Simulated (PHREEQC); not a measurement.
Consider water at 25 °C with 0.0053 mol/kgw NH4HF2, 0.0079 mol/kgw H2SiF6 and 0.0069 mol/kgw H2SO4. Closed to the air; pH follows from the charge balance.

Computed with PHREEQC (ion-association model, wateq4f.dat).

Each row changes one thing in this solution. No solid was allowed to form.

```
case                                                pH  ionic strength (mol/kgw)  HF (mol/kgw)  HSO4- (mol/kgw)  SO4-2 (mol/kgw)  F- (mol/kgw)
------------------------------------------------  ----  ------------------------  ------------  ---------------  ---------------  ------------
as made                                           1.74                    0.0376       0.00971          0.00350          0.00329      0.000429
NH4HF2 from 0.0053 to 0.00106 mol/kgw             1.68                    0.0353       0.00520          0.00377          0.00311      0.000203
temperature from 25 to 80 °C                      1.87                    0.0285        0.0215          0.00522          0.00162      0.000432
NH4HF2 left out                                   1.68                    0.0344       0.00486          0.00382          0.00308      0.000186
NH4HF2 from 0.0053 to 0.00265 mol/kgw             1.70                    0.0365       0.00611          0.00369          0.00316      0.000247
H2SO4 from 0.0069 to 0.069 mol/kgw                1.11                     0.123        0.0104           0.0532           0.0154      0.000123
H2SiF6 replaced by NaHF2 at the same molality     2.45                    0.0222        0.0195          0.00121          0.00537       0.00428
H2SiF6 replaced by (CH3)4NF at the same molality  2.53                    0.0219        0.0136          0.00106          0.00563       0.00359
diluted 5-fold with water                         2.37                   0.00806       0.00288         0.000326          0.00104      0.000500
```

Complexes and solids missing from the database can't appear. Some of these states are supersaturated (in Quartz (slow to form), Chalcedony (slow to form), for instance). Constants without temperature data keep their 25 °C values here. SiF6-2 is the database's only silicon fluoride.
